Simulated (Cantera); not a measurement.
**NO annealing gas**

An isothermal, constant-pressure homogeneous reactor starts with 82.0 % NO, 18.0 % N2, at 2175 K and 1700 Pa.

Model: GRI-Mech 3.0 (53 species, 325 reactions), integrated in Cantera. Radical loss at walls, strong at low pressure, is not modelled.

```json
[
 {"t (s)": "9.00e-6", "x NO": "0.820", "x O": "3.84e-7", "x N2": "0.180", "x N2O": "3.84e-7", "x O2": "7.94e-11", "x NO2": "2.61e-11"},
 {"t (s)": "6.84e-5", "x NO": "0.820", "x O": "2.93e-6", "x N2": "0.180", "x N2O": "2.91e-6", "x O2": "4.63e-9", "x NO2": "1.50e-9"},
 {"t (s)": "0.000520", "x NO": "0.820", "x O": "2.28e-5", "x N2": "0.180", "x N2O": "2.15e-5", "x O2": "2.70e-7", "x NO2": "7.68e-8"},
 {"t (s)": "0.00395", "x NO": "0.819", "x O": "0.000200", "x N2": "0.180", "x N2O": "0.000133", "x O2": "1.77e-5", "x NO2": "2.33e-6"},
 {"t (s)": "0.0300", "x NO": "0.814", "x O": "0.00171", "x N2": "0.182", "x N2O": "0.000270", "x O2": "0.00138", "x NO2": "1.84e-5"},
 {"t (s)": "0.228", "x NO": "0.743", "x O": "0.00432", "x N2": "0.217", "x N2O": "0.000158", "x O2": "0.0354", "x NO2": "4.98e-5"},
 {"t (s)": "1.73", "x NO": "0.216", "x O": "0.00969", "x N2": "0.479", "x N2O": "8.56e-6", "x O2": "0.295", "x NO2": "4.39e-5"},
 {"t (s)": "13.2", "x NO": "0.0145", "x O": "0.0112", "x N2": "0.580", "x N2O": "8.94e-8", "x O2": "0.395", "x NO2": "3.40e-6"},
 {"t (s)": "100", "x NO": "0.0141", "x O": "0.0112", "x N2": "0.580", "x N2O": "8.77e-8", "x O2": "0.395", "x NO2": "3.31e-6"}
]
```
x: mole fraction; the columns are a selection and need not sum to one.

Equilibrium at this temperature and pressure: NO 0.0141, O 0.0112, N2 0.580, N2O 8.77e-8, O2 0.395, NO2 3.31e-6 (gas phase only).
